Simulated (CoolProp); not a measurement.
Carbon dioxide at 293.15 K and 2.65 MPa flows at 14 m/s in a round tube of 6 mm bore and 15 µm roughness, fully developed (64/Re and Nu = 3.66 if laminar; Colebrook and Gnielinski if turbulent). Each further row changes one setting.

Model: reference Helmholtz-energy equation of state, Span 1996, in CoolProp.

```json
[
 {"case": "as stated", "Reynolds number": "315000", "Darcy friction factor": "0.0254", "pressure drop (Pa/m)": "23500", "heat-transfer coefficient (W/(m² K))": "2950", "mass flow (kg/h)": "80.9"},
 {"case": "velocity 28 m/s", "Reynolds number": "631000", "Darcy friction factor": "…", "pressure drop (Pa/m)": "93100", "heat-transfer coefficient (W/(m² K))": "5860", "mass flow (kg/h)": "162"},
 {"case": "diameter 12 mm", "Reynolds number": "631000", "Darcy friction factor": "0.0212", "pressure drop (Pa/m)": "9800", "heat-transfer coefficient (W/(m² K))": "…", "mass flow (kg/h)": "…"}
]
```

Problem. What belongs in the gaps?

Solution. 
- velocity 28 m/s, Darcy friction factor: 0.0251
- diameter 12 mm, heat-transfer coefficient (W/(m² K)): 2460
- diameter 12 mm, mass flow (kg/h): 323

Viscosity comes from a separate model (Laesecke 2017). Thermal conductivity comes from a separate model (Huber 2016).
